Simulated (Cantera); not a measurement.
## Si + NF3 + H2 (silicon etching in halogen gases)

Feed: 1 mol Si, 1.9 mol NF3, 0.12 mol H2, held at 38.0 mbar.

Equilibrium computed with Cantera from the NASA thermochemical tables; the gas is ideal and each condensed phase is pure. Candidate condensed phases: Si, Si3N4; 37 gas species. The numbers say what is thermodynamically allowed, not how fast it happens.

```csv
T (K),log p F,log p SiF4,log p N2,log p F2,log p HF,log p NF3
848,-2.83,-1.89,-1.92,-2.10,-2.51,-3.29
948,-2.34,-1.91,-1.94,-2.18,-2.53,-4.26
1048,-2.03,-1.94,-1.96,-2.44,-2.56,-5.34
1148,-1.89,-1.97,-1.99,-2.87,-2.59,-6.55
1248,-1.84,-1.98,-2.00,-3.38,-2.60,-7.78
1348,-1.82,-1.98,-2.00,-3.87,-2.60,-8.91
1448,-1.82,-1.98,-2.00,-4.30,-2.60,-9.91
1548,-1.82,-1.98,-2.00,-4.69,-2.60,-10.78
```
log p: log10 of the partial pressure in bar; nothing condenses.

From 848 K to 1548 K nothing is condensed. The main Si-bearing gas is SiF4 throughout.
